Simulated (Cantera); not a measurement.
## Thermodynamics of abatement and gas-phase synthesis, feed HCl + O₂

Feed: 1 mol HCl, 1.5 mol O₂, equilibrated at 852 °C and 47.3 Torr.

Method: chemical equilibrium by Gibbs-energy minimisation in Cantera with the NASA 1993 tables (ideal gas, pure condensed phases). Candidate condensed phases: H₂O; 14 gas species. Kinetics and transport are ignored.

```json
{
 "x(O₂)": "0.589",
 "x(HCl)": "0.305",
 "x(H₂O)": "0.0528",
 "x(Cl₂)": "0.0519",
 "x(Cl)": "0.00186",
 "x(ClO)": "1.65e-5",
 "x(HOCl)": "1.20e-5",
 "x(OH)": "1.89e-6",
 "gas_amount": "2.438 mol"
}
```
